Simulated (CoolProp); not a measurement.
Ethylene at several states: fugacity coefficient from the reference equation and from simpler models built on Tc = 282.4 K, pc = 5042 kPa, ω = 0.087; each cubic takes its own stable root.

Computed with CoolProp (reference Helmholtz-energy equation of state, Smukala 2000).

| T (K) | p (kPa) | phase | reference | van der Waals | Redlich-Kwong | Soave-Redlich-Kwong | Peng-Robinson |
|---|---|---|---|---|---|---|---|
| 323.7 | 82.3 | gas | 0.9964 | 0.9965 | 0.9963 | 0.9964 | 0.9958 |
| 412.2 | 15.5 | gas | 0.9997 | 0.9997 | 0.9997 | 0.9997 | 0.9996 |
| 174 | 2410 | liquid | 0.05696 | 0.2124 | 0.05907 | 0.05691 | 0.05737 |
| 206.7 | 314 | gas | 0.9462 | 0.9616 | 0.9495 | 0.9487 | 0.9458 |
| 336.9 | 1120 | gas | 0.9575 | 0.9577 | 0.9557 | 0.9574 | 0.9507 |
